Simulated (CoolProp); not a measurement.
Hexamethyldisiloxane (MM) at several states: Z from the reference equation and from simpler models built on Tc = 245.6 °C, pc = 1931 kPa, ω = 0.418; each cubic takes its own stable root.

The numbers come from the reference Helmholtz-energy equation of state, Thol 2016 in CoolProp.

```json
[
 {"T (°C)": "90.65", "p (kPa)": "491", "phase": "liquid", "reference": "___", "Redlich-Kwong": "0.04369", "Soave-Redlich-Kwong": "0.04095"},
 {"T (°C)": "120.85", "p (kPa)": "1450", "phase": "liquid", "reference": "___", "Redlich-Kwong": "0.1255", "Soave-Redlich-Kwong": "___"},
 {"T (°C)": "159.25", "p (kPa)": "612", "phase": "liquid", "reference": "___", "Redlich-Kwong": "___", "Soave-Redlich-Kwong": "___"}
]
```

Q: Some entries are withheld; supply them.

A: 
- 90.65, reference: 0.03832
- 120.85, reference: 0.1098
- 120.85, Soave-Redlich-Kwong: 0.1175
- 159.25, reference: 0.04630
- 159.25, Redlich-Kwong: 0.7820
- 159.25, Soave-Redlich-Kwong: 0.05073

At some of these states Redlich-Kwong gives the other phase, because its saturation line lies elsewhere.
